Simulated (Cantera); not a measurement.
## Silicon carbide growth: SiHCl₃ + C₂H₄ + H₂

A closed system holds: 1 mol SiHCl₃, 0.079 mol C₂H₄, 130 mol H₂, equilibrated at 2500 K and 10.0 Torr.

Cantera equilibrium calculation (NASA polynomials, part measured and part estimated; ideal gas, pure solids and liquids). Candidate condensed phases: C, C₆H₆, C₇H₈, C₈H₁₈, Si, SiC; 109 gas species. The tables' values for SiCl are old estimates; treat these amounts as uncertain. Gases not in the tables: Si₂H₆ and higher silanes. Rates play no part.

| Item | Result |
|---|---|
| x(H₂) | 0.780 |
| x(H) | 0.192 |
| x(HCl) | 0.0172 |
| x(Si) | 0.00640 |
| x(Cl) | 0.00300 |
| x(C₂H₂ (acetylene)) | 0.000431 |
| x(SiH) | 0.000172 |
| x(SiC₂) | 8.47e-5 |
| x(SiCl) | 6.20e-5 |
| gas amount | 147.5 mol |
| log10 activity of C(graphite) (absent) | -0.65 |
| log10 activity of Si(l) (absent) | -1.75 |
